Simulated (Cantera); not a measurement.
Feed: 1 mol BN, 3.9 mol Cl2, a varied amount of H2, held at 702 °C and 0.133 bar.

These are equilibrium values from Cantera (NASA tables, ideal gas, pure condensed phases), not measurements of a reactor. Candidate condensed phases: B, BN, NH4Cl; 21 gas species. Gases not in the tables: BHCl2. The numbers say what is thermodynamically allowed, not how fast it happens.

**Question.** Which condensed phases are stable at each of these points (n(H2) (mol)): 0.38, 0.82, 1.8, 3.8, 8.3, 18, 39, 84?

**Answer.** 
| n(H2) (mol) | condensed phases | B condensed (%) |
|---|---|---|
| 0.38 | gas only | 0.0 |
| 0.82 | gas only | 0.0 |
| 1.8 | gas only | 0.0 |
| 3.8 | BN(s) | 89.3 |
| 8.3 | BN(s) | 99.8 |
| 18 | BN(s) | 99.9 |
| 39 | BN(s) | 100.0 |
| 84 | BN(s) | 100.0 |

From 0.38 mol H2 to 1.8 mol H2 nothing is condensed. From 3.8 mol H2 to 84 mol H2 the condensed part is BN(s).
